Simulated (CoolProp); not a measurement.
Values from CoolProp's reference Helmholtz-energy equation of state, Lemmon 2005. It is a short technical equation, of lower accuracy than the large ones.

Q: For isobutene, give the phase and the Z, cp (kJ/(kg K)), cv (kJ/(kg K)), isothermal compressibility (1/MPa) at 188.2 K and 7.77 MPa; 216.7 K and 7.77 MPa.

A: 
- 188.2 K and 7.77 MPa: liquid; Z 0.390, cp 1.97, cv 1.37, isothermal compressibility 0.000842
- 216.7 K and 7.77 MPa: liquid; Z 0.353, cp 2.04, cv 1.43, isothermal compressibility 0.00109
